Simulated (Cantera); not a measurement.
# Si2Cl6 + N2 (silicon epitaxy and polysilicon growth)

Input: 1 mol Si2Cl6, a varied amount of N2, at 1400 K and 460 Pa.

These are equilibrium values from Cantera (NASA tables, ideal gas, pure condensed phases), not measurements of a reactor. Candidate condensed phases: Si, Si3N4; 13 gas species. The feed counts by its element totals alone. The tables' values for SiCl3 are old estimates; treat these amounts as uncertain. The numbers say what is thermodynamically allowed, not how fast it happens.

From 18 mol N2 to 300 mol N2 nothing is condensed. The main Si-bearing gas is SiCl2 throughout.

| n(N2) (mol) | x N2 | x SiCl2 | x SiCl4 | x SiCl3 | x Cl | x SiCl | x Cl2 | x Si |
|---|---|---|---|---|---|---|---|---|
| 18 | 0.900 | 0.0403 | 0.0402 | 0.0195 | 8.49e-5 | 2.09e-7 | 4.10e-8 | 1.18e-9 |
| 23 | 0.920 | 0.0322 | 0.0321 | 0.0156 | 8.49e-5 | 1.68e-7 | 4.10e-8 | 9.46e-10 |
| 30 | 0.937 | 0.0252 | 0.0251 | 0.0122 | 8.48e-5 | 1.31e-7 | 4.10e-8 | 7.40e-10 |
| 39 | 0.951 | 0.0197 | 0.0196 | 0.00953 | 8.48e-5 | 1.02e-7 | 4.09e-8 | 5.79e-10 |
| 50 | 0.961 | 0.0155 | 0.0154 | 0.00751 | 8.47e-5 | 8.08e-8 | 4.09e-8 | 4.57e-10 |
| 64 | 0.970 | 0.0122 | 0.0121 | 0.00592 | 8.47e-5 | 6.37e-8 | 4.08e-8 | 3.61e-10 |
| 83 | 0.976 | 0.00951 | 0.00942 | 0.00459 | 8.46e-5 | 4.96e-8 | 4.07e-8 | 2.81e-10 |
| 110 | 0.982 | 0.00723 | 0.00714 | 0.00349 | 8.45e-5 | 3.77e-8 | 4.06e-8 | 2.14e-10 |
| 140 | 0.986 | 0.00571 | 0.00562 | 0.00275 | 8.43e-5 | 2.99e-8 | 4.05e-8 | 1.70e-10 |
| 180 | 0.989 | 0.00446 | 0.00438 | 0.00215 | 8.42e-5 | 2.34e-8 | 4.03e-8 | 1.33e-10 |
| 230 | 0.991 | 0.00351 | 0.00343 | 0.00168 | 8.39e-5 | 1.84e-8 | 4.01e-8 | 1.05e-10 |
| 300 | 0.993 | 0.00271 | 0.00262 | 0.00129 | 8.36e-5 | 1.43e-8 | 3.98e-8 | 8.18e-11 |
x: gas mole fraction; nothing condenses.
